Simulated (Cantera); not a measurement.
**Hydrocarbon pyrolysis for carbon deposition**

A perfectly stirred reactor is fed with 0.918 % C2H6, 90.9 % H2, 8.17 % H2O, at 130000 Pa; it is held at 1175 K, and followed from long to short residence time.

Computed with Cantera and GRI-Mech 3.0 (53 species, 325 reactions).

```tsv
τ (s)	x C2H6	x H2	x CH3	x CH4	x C2H
0.94	0.00115	0.906	2.89e-7	0.00769	<1e-12
0.54	0.00141	0.907	2.52e-7	0.00598	<1e-12
0.30	0.00173	0.907	2.14e-7	0.00440	<1e-12
0.17	0.00212	0.908	1.85e-7	0.00320	<1e-12
0.098	0.00260	0.908	1.67e-7	0.00234	<1e-12
0.056	0.00324	0.909	1.58e-7	0.00169	<1e-12
0.032	0.00405	0.909	1.59e-7	0.00122	<1e-12
0.018	0.00504	0.909	1.65e-7	0.000848	<1e-12
0.010	0.00611	0.909	1.75e-7	0.000561	<1e-12
0.0059	0.00701	0.909	1.80e-7	0.000367	<1e-12
0.0033	0.00783	0.909	1.78e-7	0.000214	<1e-12
```
x: mole fraction; the columns are a selection and need not sum to one.
